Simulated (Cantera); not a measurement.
**Catalytic stagnation flow on Pt**

A jet of 1.29 % CH₄, 13.9 % O₂, 84.8 % N₂ at 300 K and 0.110 bar hits a platinum plate 8.3 cm away at a mass flux of 0.076 kg/m²/s; the plate temperature is set and raised in steps from an oxygen-covered start.

Detailed kinetics in Cantera: Deutschmann's 1995 Pt surface mechanism with GRI-Mech 3.0 gas chemistry. Catalytic surfaces can have several steady states; this one follows from the mechanism file's or the stated starting coverage.

```json
[
 {"plate T (K)": "850", "wall x CH₄": "0.0103", "wall x O₂": "0.134", "wall x H₂O": "0.00480", "wall x OH": "<1e-8", "wall x CO": "2.62e-6", "wall x CO₂": "0.00314", "θ free Pt": "0.124", "θ O*": "0.875"},
 {"plate T (K)": "900", "wall x CH₄": "0.00816", "wall x O₂": "0.129", "wall x H₂O": "0.00878", "wall x OH": "1.88e-8", "wall x CO": "2.94e-6", "wall x CO₂": "0.00575", "θ free Pt": "0.181", "θ O*": "0.818"},
 {"plate T (K)": "950", "wall x CH₄": "0.00609", "wall x O₂": "0.125", "wall x H₂O": "0.0126", "wall x OH": "6.05e-8", "wall x CO": "3.02e-6", "wall x CO₂": "0.00827", "θ free Pt": "0.245", "θ O*": "0.755"},
 {"plate T (K)": "1000", "wall x CH₄": "0.00448", "wall x O₂": "0.122", "wall x H₂O": "0.0156", "wall x OH": "1.66e-7", "wall x CO": "2.99e-6", "wall x CO₂": "0.0102", "θ free Pt": "0.311", "θ O*": "0.689"},
 {"plate T (K)": "1050", "wall x CH₄": "0.00335", "wall x O₂": "0.119", "wall x H₂O": "0.0176", "wall x OH": "4.03e-7", "wall x CO": "2.94e-6", "wall x CO₂": "0.0116", "θ free Pt": "0.377", "θ O*": "0.622"},
 {"plate T (K)": "1100", "wall x CH₄": "0.00257", "wall x O₂": "0.118", "wall x H₂O": "0.0190", "wall x OH": "8.80e-7", "wall x CO": "2.95e-6", "wall x CO₂": "0.0125", "θ free Pt": "0.443", "θ O*": "0.557"}
]
```
x: mole fraction at the wall; θ: surface coverage.
